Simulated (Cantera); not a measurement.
Feed: 1 mol HMDSO, 7.4 mol NO, 63 mol H2, at 0.100 bar.

These are equilibrium values from Cantera (NASA tables, ideal gas, pure condensed phases), not measurements of a reactor. Candidate condensed phases: C, C6H6, C7H8, C8H18, H2O, Si, SiC, SiO2, Si2N2O, Si3N4; 151 gas species. The feed counts by its element totals alone. Mutual solubility and eutectic melting of coexisting phases are not modelled. The tables hold silica as quartz up to 1696 K and as liquid above; real silica turns to tridymite and cristobalite and melts near 1996 K. Equilibrium is a limit: real reactors are often held back by kinetics, nucleation or transport.

log p: log10 of the partial pressure in bar; n: condensed amount in mol.

| T (K) | log p H2 | log p CO | log p N2 | log p CH4 | log p SiO | n C(graphite) | n SiO2(β-quartz) | n Si2N2O(s) |
|---|---|---|---|---|---|---|---|---|
| 1100 | -1.05 | -2.26 | -2.33 | -3.54 | -12.37 | 1.41 | 2.00 | 0 |
| 1150 | -1.05 | -2.26 | -2.33 | -3.73 | -10.95 | 1.47 | 2.00 | 0 |
| 1200 | -1.05 | -2.26 | -2.33 | [?] | [?] | 1.51 | 2.00 | 0 |
| 1250 | -1.05 | -2.26 | -2.34 | -4.05 | -8.47 | 1.53 | 2.00 | 0 |
| 1300 | -1.05 | -2.13 | -2.41 | -4.25 | -7.55 | 0 | 0.962 | 0.519 |
| 1350 | -1.05 | -2.13 | -2.41 | -4.65 | -6.80 | 0 | 0.943 | 0.528 |
| 1400 | -1.05 | -2.13 | -2.41 | -5.01 | -6.10 | 0 | 0.935 | 0.532 |
| 1450 | -1.05 | -2.13 | -2.41 | -5.36 | -5.45 | 0 | 0.931 | 0.533 |
| 1500 | -1.05 | -2.13 | -2.41 | -5.67 | -4.85 | 0 | 0.926 | 0.531 |
| 1550 | -1.05 | -2.13 | -2.41 | [?] | [?] | 0 | 0.914 | 0.522 |
| 1600 | -1.05 | -2.13 | -2.40 | -6.26 | -3.76 | 0 | 0.880 | 0.489 |

Q: What belongs in the gaps?

A: 
- 1550, log p CH4: -5.97
- 1550, log p SiO: -4.29
- 1200, log p CH4: -3.90
- 1200, log p SiO: -9.66
